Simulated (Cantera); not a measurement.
# Hydrocarbon pyrolysis for carbon deposition

A perfectly stirred reactor is fed with C3H8 : H2 = 1 : 39 (molar parts), at 100000 Pa; it is held at 1575 K, and followed from long to short residence time.

Detailed kinetics in Cantera: GRI-Mech 3.0 (53 species, 325 reactions). GRI-Mech 3.0 was tuned for natural gas; its chemistry of propane as a main component is partial and can be far from experiment. GRI-Mech 3.0 stops at C3 and has no aromatics, soot or wall deposition, so with more carbon than oxygen in the feed, carbon stays in small species such as C2H2 where larger ones or solid carbon would form.

```
τ (s)     x C3H8   x H2    x CH2   x C2H4   x CH4
------  --------  -----  -------  -------  ------
25       6.96e-8  0.943  1.44e-9  0.00179  0.0416
11       1.52e-7  0.943  1.44e-9  0.00181  0.0413
4.5      3.64e-7  0.943  1.45e-9  0.00186  0.0405
1.9      8.44e-7  0.944  1.49e-9  0.00196  0.0390
0.82     1.90e-6  0.945  1.59e-9  0.00211  0.0367
0.35     4.21e-6  0.947  1.85e-9  0.00234  0.0339
0.15     9.00e-6  0.948  2.43e-9  0.00262  0.0313
0.064    1.87e-5  0.949  3.63e-9  0.00297  0.0295
0.028    3.67e-5  0.950  5.78e-9  0.00345  0.0284
0.012    7.19e-5  0.950  9.73e-9  0.00420  0.0278
0.0050  0.000142  0.950  1.69e-8  0.00541  0.0275
```
x: mole fraction; the columns are a selection and need not sum to one.
